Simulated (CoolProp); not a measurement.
R410A at 253.25 K and 11.1 MPa flows at 3.2 m/s in a round tube of 12.7 mm bore and 45 µm roughness, fully developed (64/Re and Nu = 3.66 if laminar; Colebrook and Gnielinski if turbulent). Each further row changes one setting.

Computed with CoolProp (reference Helmholtz-energy equation of state, Lemmon 2003). It is a pseudo-pure fit of the blend.

```tsv
case	Reynolds number	Darcy friction factor	pressure drop (Pa/m)	heat-transfer coefficient (W/(m² K))	mass flow (kg/h)
as stated	219000	0.0280	14400	11600	1870
velocity 6.4 m/s	437000	0.0277	57200	23000	3730
diameter 25.4 mm	437000	0.0231	5970	9950	7470
```

Viscosity comes from a separate model (Geller 2000). Thermal conductivity comes from a separate model (Geller 2001).
